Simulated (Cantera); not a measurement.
Input (Python, Cantera):

```python
import numpy as np
import cantera as ct

gas = ct.Solution("gri30.yaml")
gas.TPX = 1500, 390000, {'CO': 0.017, 'O2': 0.028, 'H2O': 0.026, 'N2': 1}
reactor = ct.IdealGasConstPressureReactor(gas, energy="off", clone=False)
net = ct.ReactorNet([reactor])
net.rtol, net.atol = 1e-08, 1e-18
show = ['CO', 'O2', 'H2O', 'H2O2', 'H2']
times = np.geomspace(2e-06, 1, 10)

steps = ct.SolutionArray(gas, extra=["t"])
rows = []
print(f"{'t/s':>10s}{'T/K':>9s}{'P/Pa':>11s}" + "".join(f"{s:>11s}" for s in show))
for t in times:
    while net.time < t:
        t_next = net.step()
        steps.append(gas.state, t=t_next)
    rows.append([np.interp(t, steps.t, y) for y in (steps.T, steps.P, *steps(*show).X.T)])
    print(f"{t:10.3e}{rows[-1][0]:9.1f}{rows[-1][1]:11.4g}" + "".join(f"{x:11.3e}" for x in rows[-1][2:]))
rate = np.gradient(steps.T, steps.t)
print("integrator steps:", len(steps.t))
if steps.T.max() > steps.T[0] + 200:
    print(f"time of steepest temperature rise: {steps.t[rate.argmax()]:.4e} s")
gas.TPX = 1500, 390000, {'CO': 0.017, 'O2': 0.028, 'H2O': 0.026, 'N2': 1}
gas.equilibrate("TP")
print(f"equilibrium (TP): T = {gas.T:.1f} K  " + "  ".join(f"{s} {gas[s].X[0]:.3e}" for s in show))
```

It prints:

```
       t/s      T/K       P/Pa         CO         O2        H2O       H2O2         H2
 2.000e-06   1500.0    3.9e+05  1.587e-02  2.614e-02  2.428e-02  1.681e-12  1.198e-11
 8.595e-06   1500.0    3.9e+05  1.587e-02  2.614e-02  2.428e-02  1.520e-11  9.408e-10
 3.694e-05   1500.0    3.9e+05  1.587e-02  2.614e-02  2.428e-02  3.339e-10  9.222e-08
 1.587e-04   1500.0    3.9e+05  1.286e-02  2.444e-02  2.360e-02  4.625e-07  2.901e-04
 6.822e-04   1500.0    3.9e+05  1.208e-03  1.887e-02  2.423e-02  1.848e-07  7.453e-05
 2.932e-03   1500.0    3.9e+05  6.698e-05  1.837e-02  2.443e-02  2.420e-08  5.025e-06
 1.260e-02   1500.0    3.9e+05  2.395e-06  1.835e-02  2.446e-02  3.046e-09  4.265e-07
 5.415e-02   1500.0    3.9e+05  3.021e-07  1.835e-02  2.446e-02  1.373e-09  1.759e-07
 2.327e-01   1500.0    3.9e+05  2.946e-07  1.835e-02  2.446e-02  1.360e-09  1.741e-07
 1.000e+00   1500.0    3.9e+05  2.946e-07  1.835e-02  2.446e-02  1.360e-09  1.741e-07
integrator steps: 1236
equilibrium (TP): T = 1500.0 K  CO 2.962e-07  O2 1.815e-02  H2O 2.446e-02  H2O2 1.353e-09  H2 1.751e-07
```

Detailed kinetics in Cantera: GRI-Mech 3.0 (53 species, 325 reactions).
